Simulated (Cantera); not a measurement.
Feed: 1 mol acetone, 0.031 mol CO2, 0.37 mol H2, at 660 Pa.

Method: chemical equilibrium by Gibbs-energy minimisation in Cantera with the NASA 1993 tables (ideal gas, pure condensed phases). Candidate condensed phases: C, C6H6, C7H8, C8H18, H2O; 110 gas species. The feed counts by its element totals alone. The numbers say what is thermodynamically allowed, not how fast it happens.

Task: What share of the C ends up in condensed phases as a function of T (K), at 2298, 2348, 2398, 2448, 2498, 2548, 2598, 2648, 2698, 2748, 2798, 2848?

Result: 
| T (K) | C condensed (%) | as |
|---|---|---|
| 2298 | 64.1 | C(graphite) |
| 2348 | 63.8 | C(graphite) |
| 2398 | 63.6 | C(graphite) |
| 2448 | 63.2 | C(graphite) |
| 2498 | 62.9 | C(graphite) |
| 2548 | 62.5 | C(graphite) |
| 2598 | 61.9 | C(graphite) |
| 2648 | 61.3 | C(graphite) |
| 2698 | 60.4 | C(graphite) |
| 2748 | 59.1 | C(graphite) |
| 2798 | 57.0 | C(graphite) |
| 2848 | 53.5 | C(graphite) |
